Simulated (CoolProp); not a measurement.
2000 sccm (0 °C, 1 atm) of nitrogen bubbles through liquid the fluoroketone C6F12O (FK-5-1-12) at 288.4 K and leaves saturated at a total pressure of 0.15 MPa (ideal gas phase). Each further row changes one setting.

Computed with CoolProp (reference Helmholtz-energy equation of state, McLinden 2015).

| case | vapour pressure (kPa) | mole fraction of vapour | delivery (mg/min) | delivery (sccm) | change of delivery for a bath 1 K warmer (%) |
|---|---|---|---|---|---|
| as stated | 26.3 | 0.176 | 6010 | 426 | 5.7 |
| bath temperature 293.4 K | 32.9 | 0.220 | 7940 | (withheld) | 5.8 |
| total pressure 0.3 MPa | 26.3 | (withheld) | 2710 | (withheld) | 5.1 |

Question: Some entries are withheld; supply them.

Answer: 
- bath temperature 293.4 K, delivery (sccm): 563
- total pressure 0.3 MPa, mole fraction of vapour: 0.0878
- total pressure 0.3 MPa, delivery (sccm): 192
